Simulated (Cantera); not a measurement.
Cantera run:

```python
import numpy as np
import cantera as ct

gas_names = """
    CF4 F2 C2F4
""".split()
cond_names = """

""".split()


# ... load() reads the species with a 1 bar reference pressure and builds the phases ...
species = {s.name: s for s in load("nasa_gas.yaml", gas_names) + load("nasa_condensed.yaml", cond_names)}
# Each term lists the table entries of one substance; the one whose range holds T is used.
reactions = {
    '2 CF4(g) = 2 F2(g) + C2F4(g)':
        [(-2, ['CF4']), (2, ['F2']), (1, ['C2F4'])],
}


def pick(names, T):
    return next(species[n] for n in names if species[n].thermo.min_temp <= T <= species[n].thermo.max_temp)


results = []
for label, terms in reactions.items():
    print(label)
    print("     T/K   dH/kJ  dS/(J/K)   dG/kJ   log10 K")
    for T in [300, 550, 650, 750, 850, 950, 1050]:
        used = [(nu, pick(names, T)) for nu, names in terms]
        dH = sum(nu * s.thermo.h(T) for nu, s in used) / 1e6
        dS = sum(nu * s.thermo.s(T) for nu, s in used) / 1e3
        dG = dH - T * dS / 1e3
        logK = -dG * 1e6 / (ct.gas_constant * T * np.log(10))
        results.append((label, T, dH, dS, dG, logK, [s.name for _, s in used]))
        print(f"{T:8g} {dH:8.1f} {dS:8.1f} {dG:8.1f} {logK:8.2f}")
```

Output:

```
2 CF4(g) = 2 F2(g) + C2F4(g)
     T/K   dH/kJ  dS/(J/K)   dG/kJ   log10 K
     300   1207.7    182.9   1152.8  -200.72
     550   1210.7    190.7   1105.8  -105.02
     650   1211.1    191.3   1086.7   -87.33
     750   1211.2    191.4   1067.6   -74.35
     850   1211.1    191.4   1048.5   -64.43
     950   1210.9    191.1   1029.3   -56.60
    1050   1210.7    190.9   1010.2   -50.26
```

Standard-state values (1 bar) from the NASA 1993 polynomials, evaluated with Cantera. The tables' values for C2F4 are old estimates. Condensed species are held in their standard states even where they would react or evaporate.
